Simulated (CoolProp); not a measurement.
Vapour-liquid equilibrium of methanol (1) + benzene (2) at 1920 kPa; x and y are mole fractions of (1).

Computed with CoolProp (multi-fluid Helmholtz-energy mixture model, de Reuck 1993 and Thol 2012; pair parameters Bell 2016).

```
x     bubble temperature, mixture model (°C)  bubble temperature, Raoult's law (°C)  y, mixture model  y, Raoult's law
----  --------------------------------------  -------------------------------------  ----------------  ---------------
0.05                                   204.4                                  212.7             0.180            0.132
0.2                                    182.2                                  198.9             0.452            0.411
0.35                                   173.3                                  189.0             0.568            0.594
0.5                                    168.7                                  181.3             0.646            0.726
0.65                                   165.8                                  175.0             0.723            0.829
0.8                                    164.2                                  169.8             0.820            0.911
0.95                                   163.8                                  165.2             0.949            0.980
```

The largest gap from Raoult's law is -16.7 K in bubble temperature, at x = 0.2. y crosses x between x = 0.8 and 0.95: the model has an azeotrope there.

The pair parameters rest on a limited set of measurements; away from them the model extrapolates.
